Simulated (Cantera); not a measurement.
Equilibrium for silicon nitride deposition: SiCl₄ + NH₃ + H₂

A closed system holds: 1 mol SiCl₄, 42 mol NH₃, 3.5 mol H₂.

These are equilibrium values from Cantera (NASA tables, ideal gas, pure condensed phases), not measurements of a reactor. Candidate condensed phases: NH₄Cl, Si, Si₃N₄; 28 gas species. The tables' values for SiCl₃ are old estimates. Kinetics and transport are ignored.

Stable condensed phases:

```
T in K \ P in Pa
              5     21     85    350   1400   5900  24000 100000
   2073       A      A      A      A      A      B      B      B
   1923       A      A      A      B      B      B      B      C
   1773       A      A      B      B      B      C      C      C
   1623       B      B      B      C      C      C      C      C
   1473       B      C      C      C      C      C      C      C
   1323       C      C      C      C      C      C      C      C
   1173       C      C      C      C      C      C      C      C
   1023       C      C      C      C      C      C      C      C
    873       C      C      C      C      C      C      C      C
    723       C      C      C      C      C      C      C      C
```

A: gas only; B: Si; C: Si₃N₄.
